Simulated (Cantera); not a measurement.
**Equilibrium for halide evaporation, hydrolysis and transport: MgF2 + H2O + N2**

Charge: 1 mol MgF2, 14 mol H2O, 37 mol N2, at 38.0 Pa.

Equilibrium computed with Cantera from the NASA thermochemical tables; the gas is ideal and each condensed phase is pure. Candidate condensed phases: H2O, Mg, MgF2, MgO, Mg(OH)2; 50 gas species. Kinetics and transport are ignored.

From 1800 K to 2050 K the condensed part is MgO(s). From 2100 K to 2150 K nothing is condensed. The main Mg-bearing gas is Mg throughout.

```json
[
 {"T (K)": "1800", "x N2": "0.706", "x H2O": "0.236", "x H": "0.00183", "x H2": "0.00997", "x HF": "0.0381", "x O2": "0.00428", "x OH": "0.00287", "x Mg": "6.97e-5", "x O": "0.000408", "n MgO(s)": "0.993"},
 {"T (K)": "1850", "x N2": "0.704", "x H2O": "0.231", "x H": "0.00318", "x H2": "0.0132", "x HF": "0.0379", "x O2": "0.00575", "x OH": "0.00409", "x Mg": "0.000225", "x O": "0.000750", "n MgO(s)": "0.983"},
 {"T (K)": "1900", "x N2": "0.700", "x H2O": "0.224", "x H": "0.00532", "x H2": "0.0171", "x HF": "0.0377", "x O2": "0.00763", "x OH": "0.00572", "x Mg": "0.000678", "x O": "0.00134", "n MgO(s)": "0.956"},
 {"T (K)": "1950", "x N2": "0.694", "x H2O": "0.215", "x H": "0.00862", "x H2": "0.0215", "x HF": "0.0373", "x O2": "0.0101", "x OH": "0.00782", "x Mg": "0.00192", "x O": "0.00233", "n MgO(s)": "0.883"},
 {"T (K)": "2000", "x N2": "0.685", "x H2O": "0.203", "x H": "0.0134", "x H2": "0.0260", "x HF": "0.0366", "x O2": "0.0134", "x OH": "0.0105", "x Mg": "0.00511", "x O": "0.00398", "n MgO(s)": "0.697"},
 {"T (K)": "2050", "x N2": "0.670", "x H2O": "0.189", "x H": "0.0201", "x H2": "0.0299", "x HF": "0.0355", "x O2": "0.0184", "x OH": "0.0139", "x Mg": "0.0127", "x O": "0.00677", "n MgO(s)": "0.251"},
 {"T (K)": "2100", "x N2": "0.656", "x H2O": "0.173", "x H": "0.0299", "x H2": "0.0351", "x HF": "0.0348", "x O2": "0.0224", "x OH": "0.0175", "x Mg": "0.0168", "x O": "0.0107", "n MgO(s)": "0"},
 {"T (K)": "2150", "x N2": "0.644", "x H2O": "0.153", "x H": "0.0439", "x H2": "0.0412", "x HF": "0.0344", "x O2": "0.0251", "x OH": "0.0211", "x Mg": "0.0167", "x O": "0.0159", "n MgO(s)": "0"}
]
```
x: gas mole fraction; n: condensed amount in mol.
